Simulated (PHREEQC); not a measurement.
## Silver or lead bath: speciation

A solution holds 0.95 mmol/kgw PbCl2, 3.6 mmol/kgw KNO3 and 22 mmol/kgw Cu(NO3)2, at 25 °C. Closed to the air; pH follows from the charge balance.

All values are PHREEQC results (ion-association model, wateq4f.dat), not measurements.

Precipitation was switched off in this run.

**Question.** Estimate the pH.

**Answer.** pH 4.57.

**Question.** In which forms is Cl present?

**Answer.** Cl- 96 %, CuCl+ 2.5 %, PbCl+ 1.1 % of the Cl.
